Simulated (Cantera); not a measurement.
# Equilibrium for thermal oxidation and active oxidation of silicon: Si + O2 + N2

A closed system holds: 1 mol Si, 0.076 mol O2, 4.5 mol N2, at 0.000170 bar.

Cantera equilibrium calculation (NASA polynomials, part measured and part estimated; ideal gas, pure solids and liquids). Candidate condensed phases: Si, SiO2, Si2N2O, Si3N4; 16 gas species. N2 is the only nitrogen source here; it is nearly inert below about 1500 K, so the nitride shown seldom forms there in practice. Mutual solubility and eutectic melting of coexisting phases are not modelled. The tables' values for SiN are old estimates; treat these amounts as uncertain. Kinetics and transport are ignored.

From 1423 K to 1523 K the condensed part is Si2N2O(s) + Si3N4(s). At 1573 K the condensed part is Si(s) + Si2N2O(s). From 1623 K to 1673 K the condensed part is Si(s). From 1723 K to 1923 K the condensed part is Si(l). The main Si-bearing gas is SiO at 1423 K and Si at 1923 K. The share of Si in condensed phases is highest at 1423 K (99.9 %) and lowest at 1923 K (31.2 %).

```json
[
 {"T (K)": "1423", "log p N2": "-3.77", "log p Si": "-9.65", "log p SiO": "-7.34", "log p Si2": "-13.63", "log p Si2N": "-11.97", "log p SiN": "-11.27", "log p Si3": "-15.27", "n Si2N2O(s)": "0.151", "n Si3N4(s)": "0.232", "n Si(s)": "0", "n Si(l)": "0"},
 {"T (K)": "1473", "log p N2": "-3.77", "log p Si": "-8.79", "log p SiO": "-6.62", "log p Si2": "-12.29", "log p Si2N": "-10.88", "log p SiN": "-10.51", "log p Si3": "-13.58", "n Si2N2O(s)": "0.146", "n Si3N4(s)": "0.234", "n Si(s)": "0", "n Si(l)": "0"},
 {"T (K)": "1523", "log p N2": "-3.77", "log p Si": "-7.98", "log p SiO": "-5.94", "log p Si2": "-11.04", "log p Si2N": "-9.85", "log p SiN": "-9.80", "log p Si3": "-12.01", "n Si2N2O(s)": "0.126", "n Si3N4(s)": "0.241", "n Si(s)": "0", "n Si(l)": "0"},
 {"T (K)": "1573", "log p N2": "-3.78", "log p Si": "-7.26", "log p SiO": "-5.28", "log p Si2": "-9.94", "log p Si2N": "-8.96", "log p SiN": "-9.17", "log p Si3": "-10.62", "n Si2N2O(s)": "0.00721", "n Si3N4(s)": "0", "n Si(s)": "0.839", "n Si(l)": "0"},
 {"T (K)": "1623", "log p N2": "-3.78", "log p Si": "-6.81", "log p SiO": "-5.26", "log p Si2": "-9.35", "log p Si2N": "-8.56", "log p SiN": "-8.80", "log p Si3": "-9.99", "n Si2N2O(s)": "0", "n Si3N4(s)": "0", "n Si(s)": "0.843", "n Si(l)": "0"},
 {"T (K)": "1673", "log p N2": "-3.79", "log p Si": "-6.38", "log p SiO": "-5.26", "log p Si2": "-8.79", "log p Si2N": "-8.19", "log p SiN": "-8.45", "log p Si3": "-9.40", "n Si2N2O(s)": "0", "n Si3N4(s)": "0", "n Si(s)": "0.836", "n Si(l)": "0"},
 {"T (K)": "1723", "log p N2": "-3.79", "log p Si": "-6.01", "log p SiO": "-5.26", "log p Si2": "-8.33", "log p Si2N": "-7.91", "log p SiN": "-8.15", "log p Si3": "-8.94", "n Si2N2O(s)": "0", "n Si3N4(s)": "0", "n Si(s)": "0", "n Si(l)": "0.820"},
 {"T (K)": "1773", "log p N2": "-3.79", "log p Si": "-5.67", "log p SiO": "-5.26", "log p Si2": "-7.93", "log p Si2N": "-7.67", "log p SiN": "-7.88", "log p Si3": "-8.54", "n Si2N2O(s)": "0", "n Si3N4(s)": "0", "n Si(s)": "0", "n Si(l)": "0.787"},
 {"T (K)": "1823", "log p N2": "-3.80", "log p Si": "-5.35", "log p SiO": "-5.27", "log p Si2": "-7.54", "log p Si2N": "-7.44", "log p SiN": "-7.64", "log p Si3": "-8.17", "n Si2N2O(s)": "0", "n Si3N4(s)": "0", "n Si(s)": "0", "n Si(l)": "0.719"},
 {"T (K)": "1873", "log p N2": "-3.81", "log p Si": "-5.05", "log p SiO": "-5.28", "log p Si2": "-7.18", "log p Si2N": "-7.23", "log p SiN": "-7.40", "log p Si3": "-7.82", "n Si2N2O(s)": "0", "n Si3N4(s)": "0", "n Si(s)": "0", "n Si(l)": "0.584"},
 {"T (K)": "1923", "log p N2": "-3.83", "log p Si": "-4.77", "log p SiO": "-5.30", "log p Si2": "-6.84", "log p Si2N": "-7.04", "log p SiN": "-7.19", "log p Si3": "-7.49", "n Si2N2O(s)": "0", "n Si3N4(s)": "0", "n Si(s)": "0", "n Si(l)": "0.312"}
]
```
log p: log10 of the partial pressure in bar; n: condensed amount in mol.
